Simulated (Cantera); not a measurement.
Feed: 1 mol SiC, 0.065 mol CO₂, 39 mol H₂, 0.68 mol O₂, held at 1575 K and 101000 Pa.

Cantera equilibrium calculation (NASA polynomials, part measured and part estimated; ideal gas, pure solids and liquids). Candidate condensed phases: C, C₆H₆, C₇H₈, C₈H₁₈, H₂O, Si, SiC, SiO₂; 123 gas species. Mutual solubility and eutectic melting of coexisting phases are not modelled. The tables hold silica as quartz up to 1696 K and as liquid above; real silica turns to tridymite and cristobalite and melts near 1996 K. The numbers say what is thermodynamically allowed, not how fast it happens.

Base state: H₂ 0.986, CO 0.0134, CH₄ 0.000596, SiO 0.000319, H₂O 4.11e-5, H 4.10e-5 (mole fractions); condensed: SiC(s) + SiO₂(β-quartz).

### Question
What changes in the equilibrium state with this change: pressure from 101000 Pa to 140 Pa?

### Answer
| species | before | after |
|---|---|---|
| H₂ | 0.986 | 0.962 |
| CO | 0.0134 | 0.0192 |
| SiO | 0.000319 | 0.0176 |
| CH₄ | 0.000596 | 1.27e-7 |
| H₂O | 4.11e-5 | 4.94e-7 |
| H | 4.10e-5 | 0.00109 |
| SiC(s), mol | 0.513 | 0.287 |
| SiO₂(β-quartz), mol | 0.474 | 0 |

### Question
What changes in the equilibrium state with this change: temperature from 1575 K to 2198.15 K?

### Answer
```
species                before     after
-------------------  --------  --------
H₂                      0.986     0.957
CO                     0.0134    0.0194
SiO                  0.000319    0.0172
Si                    1.64e-9  0.000302
SiH                   3.92e-9  0.000132
SiC(s), mol             0.513     0.270
SiO₂(β-quartz), mol     0.474         0
```
Gases not in the tables: Si₂H₆ and higher silanes.

### Question
What changes in the equilibrium state with this change: temperature from 1575 K to 973.15 K?

### Answer
```tsv
species	before	after
H₂	0.986	0.979
CH₄	0.000596	0.0212
H₂O	4.11e-5	1.14e-8
CO	0.0134	3.15e-9
SiO	0.000319	<1e-9
H	4.10e-5	1.07e-9
SiC(s), mol	0.513	0.255
SiO₂(β-quartz), mol	0.474	0.745
```
